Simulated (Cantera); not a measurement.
A closed system holds: 1 mol SiO2, 8.3 mol CO, held at 2023 K and 6.30 bar.

Cantera equilibrium calculation (NASA polynomials, part measured and part estimated; ideal gas, pure solids and liquids). The tables hold silica as quartz up to 1696 K and as liquid above; real silica turns to tridymite and cristobalite and melts near 1996 K. Equilibrium is a limit: real reactors are often held back by kinetics, nucleation or transport.

| species | before | after |
|---|---|---|
| CO | 0.996 | 0.999 |
| CO2 | 0.00187 | 0.00126 |
| SiO | 0.00187 | 3.43e-6 |
| SiO2(l), mol | 0.984 | 0 |
| C(graphite), mol | 0 | 0.0104 |
| SiO2(β-quartz), mol | 0 | 1.000 |
Gas species are given as mole fractions.

Name the change that produced these shifts.
A) temperature from 2023 K to 1398 K
B) temperature from 2023 K to 1848.15 K
C) temperature from 2023 K to 1650 K
D) pressure from 6.30 bar to 0.100 bar

C, temperature from 2023 K to 1650 K
